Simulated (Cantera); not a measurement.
A closed system holds: 1 mol Ti(OiPr)₄, 2.6 mol H₂O, equilibrated at 0.120 bar.

Method: chemical equilibrium by Gibbs-energy minimisation in Cantera with the NASA 1993 tables (ideal gas, pure condensed phases). Candidate condensed phases: C, C₆H₆, C₇H₈, C₈H₁₈, H₂O, Ti, TiC, TiO, TiO₂, Ti₂O₃, Ti₃O₅, Ti₄O₇; 113 gas species. The feed counts by its element totals alone. The numbers say what is thermodynamically allowed, not how fast it happens.

Question: At 1350 K, list the 5 most abundant gas species with their mole fractions, and the condensed phases.

Answer: H₂ 0.770, CO 0.229, CH₄ 0.000411, H₂O 0.000121, CO₂ 1.84e-5. Condensed: C(graphite) + Ti₃O₅(s).
